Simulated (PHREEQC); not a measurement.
**Polishing slurry liquid: an equilibrium model**

Consider water at 25 °C with 150 mmol/kgw KOH, 0.0019 mmol/kgw H4SiO4 and 10 mmol/kgw H3BO3. Closed to the air; pH follows from the charge balance.

Computed with PHREEQC (ion-association model, phreeqc.dat).

This is a speciation only: nothing precipitates in the calculation.

### Question
Predict the pH, density.

### Answer
pH 13.01; density 1.005 g/cm³.

### Question
In which forms is Si present?

### Answer
H2SiO4-2 60 %, H3SiO4- 40 % of the Si.
